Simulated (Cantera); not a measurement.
An adiabatic, constant-volume homogeneous reactor starts with C3H8 : O2 : N2 : H2O = 1 : 10.6 : 40 : 5 (molar parts), equivalence ratio 0.47, at 1150 K and 13.0 bar.

Model: GRI-Mech 3.0 (53 species, 325 reactions), integrated in Cantera. GRI-Mech 3.0 was tuned for natural gas; its chemistry of propane as a main component is partial and can be far from experiment. The pressure lies above the range GRI-Mech 3.0 was tuned for (to about 10 atm).

One state of this run: T (K) = 2272; P (bar) = 26.2; x C3H8 = <1e-12; x O2 = 0.0919; x H2O = 0.154; x C2H = <1e-12; x H = 2.19e-5; x HCN = <1e-12; x C2H2 = <1e-12. x: mole fraction; the columns are a selection and need not sum to one.

Which value of t (s) does it belong to?
A) 0.000304
B) 8.66e-5
C) 0.162
D) 0.00107

C, 0.162
